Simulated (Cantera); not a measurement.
A perfectly stirred reactor is fed with N₂O : N₂ = 1 : 0.35 (molar parts), at 100.0 Torr; it is held at 1175 K, and followed from long to short residence time.

Model: GRI-Mech 3.0 (53 species, 325 reactions), integrated in Cantera. GRI-Mech 3.0 was tuned for natural gas; its chemistry of N2O as a main component is partial and can be far from experiment. The mechanism lacks the step 2 NO + O2 → 2 NO2, which can matter for NO2 below about 1400 K. The temperature is held fixed by assumption; the heat of reaction is taken as removed at once.

**Question.** What does this change do: pressure from 100.0 Torr to 1.00 bar?

**Answer.** 
```
quantity                 before     after
---------------------  --------  --------
x(N₂O) at τ = 1.00 s      0.693     0.510
x(O) at τ = 1.00 s      1.22e-6   9.75e-7
x(O₂) at τ = 1.00 s      0.0157    0.0767
x(NO₂) at τ = 1.00 s    4.55e-6  0.000166
x(NO) at τ = 1.00 s     0.00329    0.0144
x(N₂O) at τ = 84.0 ms     0.736     0.712
x(O) at τ = 84.0 ms     1.22e-6   1.14e-6
x(O₂) at τ = 84.0 ms    0.00141   0.00960
x(NO₂) at τ = 84.0 ms   1.74e-7   1.88e-5
x(NO) at τ = 84.0 ms   0.000295   0.00198
```
